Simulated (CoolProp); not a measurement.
Sulfur dioxide at 299.53 K and 9.59 MPa is throttled through a valve to 4.48 MPa with no heat exchange. Each further row changes one setting.

The numbers come from the reference Helmholtz-energy equation of state, Gao 2016 in CoolProp.

| case | temperature change (K) | final density (kg/m³) |
|---|---|---|
| as stated | ? | 1370 |
| outlet pressure 1.34 MPa | ? | ? |
| outlet pressure 5.82 MPa | ? | 1370 |

**Question.** Some entries are withheld; supply them.

**Answer.** 
- as stated, temperature change (K): +1.1
- outlet pressure 1.34 MPa, temperature change (K): +1.7
- outlet pressure 1.34 MPa, final density (kg/m³): 1360
- outlet pressure 5.82 MPa, temperature change (K): +0.8
